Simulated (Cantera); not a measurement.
Standard-state values (1 bar) from the NASA 1993 polynomials, evaluated with Cantera. Values are per mole of reaction as written; species without (g) are pure solids or liquids, kept so even where they would boil at 1 bar.

**Question.** Between 598 and 1298 K, where is each reaction favourable under standard conditions?
- 2 Al + NO(g) = Al2O(g) + N(g)

**Answer.** 
- 2 Al + NO(g) = Al2O(g) + N(g): ΔG° is 154 kJ at 598 K and 73 kJ at 1298 K; it stays positive (K < 1). ΔH° is 203 kJ and ΔS° 100 J/K at 1298 K.
